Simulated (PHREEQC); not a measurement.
Solution (10 °C): 1.3 mol K2CO3 and 0.0039 mol Na2B4O7 per kg of water. Closed to the air; pH follows from the charge balance.

All values are PHREEQC results (Pitzer model, pitzer.dat), not measurements.

```json
[
 {"quantity": "pH", "before": "12.02", "after": "11.70"},
 {"quantity": "ionic strength (mol/kgw)", "before": "3.90", "after": "3.90"},
 {"quantity": "B(OH)3 (mol/kgw)", "before": "3.10e-5", "after": "6.31e-5"},
 {"quantity": "B3O3(OH)4- (mol/kgw)", "before": "5.47e-10", "after": "2.29e-9"}
]
```

Name the change that produced these shifts.
A) diluted 2-fold with water
B) Na2B4O7 from 0.0039 to 0.00195 mol/kgw
C) temperature from 10 to 30 °C
D) temperature from 10 to 20 °C
E) 0.019 mol/kgw K2SiO3 added

C, temperature from 10 to 30 °C

No solid was allowed to form. In brines, pH and single-ion activities rest on the MacInnes convention. At this temperature some constants are extrapolated from 25 °C, and those without enthalpy data are left unchanged.
